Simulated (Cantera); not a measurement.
A perfectly stirred reactor is fed with 11.2 % NO, 88.8 % N₂, at 1.80 bar; it is held at 2073 K, and followed from long to short residence time.

Computed with Cantera and GRI-Mech 3.0 (53 species, 325 reactions).

**Question.** Predict: x(NO) at τ = 9.60 s; x(N₂) at τ = 9.60 s; x(O) at τ = 9.60 s; x(O₂) at τ = 9.60 s; x(N₂O) at τ = 9.60 s; x(NO) at τ = 51.0 ms; x(N₂) at τ = 51.0 ms; x(O) at τ = 51.0 ms; x(O₂) at τ = 51.0 ms; x(N₂O) at τ = 51.0 ms.

**Answer.** 
- x(NO) at τ = 9.60 s = 0.0125
- x(N₂) at τ = 9.60 s = 0.938
- x(O) at τ = 9.60 s = 0.000193
- x(O₂) at τ = 9.60 s = 0.0498
- x(N₂O) at τ = 9.60 s = 4.71e-7
- x(NO) at τ = 51.0 ms = 0.106
- x(N₂) at τ = 51.0 ms = 0.891
- x(O) at τ = 51.0 ms = 6.37e-5
- x(O₂) at τ = 51.0 ms = 0.00322
- x(N₂O) at τ = 51.0 ms = 5.88e-6
